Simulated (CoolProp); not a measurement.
Properties of carbonyl sulfide along the isobar 1.01 bar.

Computed with CoolProp (reference Helmholtz-energy equation of state, Lemmon 2006). It is a short technical equation, of lower accuracy than the large ones.

| T (K) | phase | density (kg/m³) | Joule-Thomson coefficient (K/MPa) | isothermal compressibility (1/MPa) | expansivity (1/kK) | fugacity coefficient |
|---|---|---|---|---|---|---|
| 210.7 | liquid | 1200 | -0.4511 | 0.001152 | 1.738 | 0.5376 |
| 219.2 | liquid | 1182 | -0.4350 | 0.001274 | 1.798 | 0.8187 |
| 227.6 | gas | 3.293 | 42.52 | (withheld) | (withheld) | 0.9743 |
| 236.1 | gas | 3.165 | 38.10 | 10.14 | 4.571 | 0.9771 |
| 244.6 | gas | 3.047 | 34.38 | 10.12 | 4.372 | 0.9796 |
| 253.1 | gas | 2.938 | 31.20 | 10.09 | 4.193 | 0.9817 |
| 261.6 | gas | 2.837 | 28.47 | 10.07 | 4.031 | 0.9835 |
| 270 | gas | 2.744 | 26.11 | 10.06 | 3.884 | 0.9851 |
| 278.5 | gas | 2.657 | (withheld) | 10.04 | 3.748 | 0.9864 |

Task: What belongs in the gaps?

Result: 
- 227.6, isothermal compressibility (1/MPa): 10.18
- 227.6, expansivity (1/kK): 4.796
- 278.5, Joule-Thomson coefficient (K/MPa): 24.03
